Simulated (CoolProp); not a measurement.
The fluid at 298.15 K and 0.0806 MPa flows at 0.12 m/s in a round tube of 50 mm bore and 15 µm roughness, fully developed (64/Re and Nu = 3.66 if laminar; Colebrook and Gnielinski if turbulent). The same conditions are run with several fluids, on thermodynamics alone (safety and materials aside).

Model: reference Helmholtz-energy equation of state of each fluid (propane: Lemmon 2009; ethane: Bücker 2006; R134a: Tillner-Roth 1994), in CoolProp.

| fluid | Reynolds number | Darcy friction factor | pressure drop (Pa/m) | heat-transfer coefficient (W/(m² K)) | mass flow (kg/h) |
|---|---|---|---|---|---|
| propane | 1070 | 0.0598 | 0.0125 | 1.34 | 1.23 |
| ethane | 631 | 0.101 | 0.0144 | 1.53 | 0.834 |
| R134a | 1710 | 0.0374 | 0.0182 | 0.980 | 2.86 |

Transport values come from each fluid's own correlations; those of R134a are estimates that may be off by 10 % or more.
